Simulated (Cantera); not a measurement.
An adiabatic, constant-pressure homogeneous reactor starts with CH4 : O2 : N2 = 1 : 3.03 : 11.4 (molar parts), equivalence ratio 0.66, at 1175 K and 760 Torr. Integrator tolerance rtol = 1e-08.

Detailed kinetics in Cantera: GRI-Mech 3.0 (53 species, 325 reactions).

What does this change do: initial temperature 1175 to 1773 K?


| quantity | before | after |
|---|---|---|
| time of steepest temperature rise | 52.4 ms | 0.128 ms |
| temperature at 0.700 s | 2390 K | 2696 K |
| equilibrium temperature | 2390 K | 2696 K |
| x(CH4) at 0.700 s | <1e-12 (gas-phase equilibrium <1e-12) | <1e-12 (gas-phase equilibrium <1e-12) |
| x(O2) at 0.700 s | 0.0617 (gas-phase equilibrium 0.0617) | 0.0609 (gas-phase equilibrium 0.0609) |
| x(HCN) at 0.700 s | 4.88e-12 (gas-phase equilibrium 4.88e-12) | 1.45e-10 (gas-phase equilibrium 1.45e-10) |
| x(HO2) at 0.700 s | 4.69e-6 (gas-phase equilibrium 4.69e-6) | 9.45e-6 (gas-phase equilibrium 9.45e-6) |
| x(H2) at 0.700 s | 0.00168 (gas-phase equilibrium 0.00168) | 0.00630 (gas-phase equilibrium 0.00630) |
| x(CH3) at 0.700 s | <1e-12 (gas-phase equilibrium <1e-12) | <1e-12 (gas-phase equilibrium <1e-12) |
| x(NO) at 0.700 s | 0.00982 (gas-phase equilibrium 0.00982) | 0.0163 (gas-phase equilibrium 0.0163) |

What does this change do: constant volume in place of constant pressure?


```json
[
 {"quantity": "time of steepest temperature rise", "before": "52.4 ms", "after": "50.6 ms"},
 {"quantity": "temperature at 0.700 s", "before": "2390 K", "after": "2602 K"},
 {"quantity": "equilibrium temperature", "before": "2390 K", "after": "2602 K"},
 {"quantity": "x(CH4) at 0.700 s", "before": "<1e-12 (gas-phase equilibrium <1e-12)", "after": "<1e-12 (gas-phase equilibrium <1e-12)"},
 {"quantity": "x(O2) at 0.700 s", "before": "0.0617 (gas-phase equilibrium 0.0617)", "after": "0.0603 (gas-phase equilibrium 0.0603)"},
 {"quantity": "x(HCN) at 0.700 s", "before": "4.88e-12 (gas-phase equilibrium 4.88e-12)", "after": "5.30e-11 (gas-phase equilibrium 5.30e-11)"},
 {"quantity": "x(HO2) at 0.700 s", "before": "4.69e-6 (gas-phase equilibrium 4.69e-6)", "after": "9.63e-6 (gas-phase equilibrium 9.63e-6)"},
 {"quantity": "x(H2) at 0.700 s", "before": "0.00168 (gas-phase equilibrium 0.00168)", "after": "0.00306 (gas-phase equilibrium 0.00306)"},
 {"quantity": "x(CH3) at 0.700 s", "before": "<1e-12 (gas-phase equilibrium <1e-12)", "after": "<1e-12 (gas-phase equilibrium <1e-12)"},
 {"quantity": "x(NO) at 0.700 s", "before": "0.00982 (gas-phase equilibrium 0.00982)", "after": "0.0141 (gas-phase equilibrium 0.0141)"}
]
```
